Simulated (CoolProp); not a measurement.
Vapour-liquid equilibrium of n-hexane (1) + n-decane (2) at 163.35 °C; x and y are mole fractions of (1).

Values from CoolProp's multi-fluid Helmholtz-energy mixture model, Thol 2019 and Lemmon 2006; pair parameters Kunz 2012.

Give the bubble pressure and the first vapour's composition at x = 0.2, 0.8, 0.95. Is there an azeotrope?

x = 0.2: 0.2209 MPa, y = 0.698; x = 0.8: 0.7531 MPa, y = 0.970; x = 0.95: 0.9128 MPa, y = 0.993. No azeotrope shows between x = 0.05 and 0.95.

The pair parameters rest on a limited set of measurements; away from them the model extrapolates.
